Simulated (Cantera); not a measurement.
Cantera run, input and output.

```python
import numpy as np
import cantera as ct

gas = ct.Solution("gri30.yaml")
gas.TPX = 1050, 1900000, {'CH3OH': 1, 'O2': 1.8, 'N2': 9.1}
reactor = ct.IdealGasConstPressureReactor(gas, energy="on", clone=False)
net = ct.ReactorNet([reactor])
net.rtol, net.atol = 1e-08, 1e-16
show = ['CH3OH', 'O2', 'OH', 'CO2', 'NO', 'H2']
times = np.geomspace(4e-06, 3, 12)

steps = ct.SolutionArray(gas, extra=["t"])
rows = []
print(f"{'t/s':>10s}{'T/K':>9s}{'P/Pa':>11s}" + "".join(f"{s:>11s}" for s in show))
for t in times:
    while net.time < t:
        t_next = net.step()
        steps.append(gas.state, t=t_next)
    rows.append([np.interp(t, steps.t, y) for y in (steps.T, steps.P, *steps(*show).X.T)])
    print(f"{t:10.3e}{rows[-1][0]:9.1f}{rows[-1][1]:11.4g}" + "".join(f"{x:11.3e}" for x in rows[-1][2:]))
rate = np.gradient(steps.T, steps.t)
print("integrator steps:", len(steps.t))
if steps.T.max() > steps.T[0] + 200:
    print(f"time of steepest temperature rise: {steps.t[rate.argmax()]:.4e} s")
gas.TPX = 1050, 1900000, {'CH3OH': 1, 'O2': 1.8, 'N2': 9.1}
gas.equilibrate("HP")
print(f"equilibrium (HP): T = {gas.T:.1f} K  " + "  ".join(f"{s} {gas[s].X[0]:.3e}" for s in show))
```

It prints:

```
       t/s      T/K       P/Pa      CH3OH         O2         OH        CO2         NO         H2
 4.000e-06   1050.0    1.9e+06  8.403e-02  1.513e-01  8.390e-13  5.124e-11  3.562e-24  2.711e-10
 1.368e-05   1050.0    1.9e+06  8.403e-02  1.513e-01  8.447e-13  1.754e-10  1.277e-23  9.685e-10
 4.680e-05   1050.0    1.9e+06  8.403e-02  1.513e-01  8.459e-13  6.002e-10  4.457e-23  3.403e-09
 1.601e-04   1050.0    1.9e+06  8.403e-02  1.513e-01  8.481e-13  2.053e-09  1.540e-22  1.186e-08
 5.476e-04   1050.0    1.9e+06  8.403e-02  1.513e-01  8.826e-13  7.023e-09  5.394e-22  4.231e-08
 1.873e-03   1050.0    1.9e+06  8.403e-02  1.513e-01  1.521e-12  2.403e-08  2.271e-21  1.732e-07
 6.407e-03   1050.0    1.9e+06  8.403e-02  1.513e-01  1.168e-11  8.253e-08  4.266e-20  1.398e-06
 2.191e-02   2387.4    1.9e+06  1.020e-17  2.393e-02  3.512e-03  7.813e-02  1.473e-03  7.936e-04
 7.496e-02   2378.9    1.9e+06  1.033e-17  2.186e-02  3.335e-03  7.815e-02  5.724e-03  7.943e-04
 2.564e-01   2378.9    1.9e+06  1.033e-17  2.185e-02  3.335e-03  7.815e-02  5.726e-03  7.943e-04
 8.771e-01   2378.9    1.9e+06  1.033e-17  2.185e-02  3.335e-03  7.815e-02  5.726e-03  7.943e-04
 3.000e+00   2378.9    1.9e+06  1.033e-17  2.185e-02  3.335e-03  7.815e-02  5.726e-03  7.943e-04
integrator steps: 2336
time of steepest temperature rise: 1.9602e-02 s
equilibrium (HP): T = 2378.9 K  CH3OH 1.081e-17  O2 2.185e-02  OH 3.335e-03  CO2 7.815e-02  NO 5.726e-03  H2 7.943e-04
```

Model: GRI-Mech 3.0 (53 species, 325 reactions), integrated in Cantera. GRI-Mech 3.0 was tuned for natural gas; its chemistry of methanol as a main component is partial and can be far from experiment. The pressure lies above the range GRI-Mech 3.0 was tuned for (to about 10 atm).
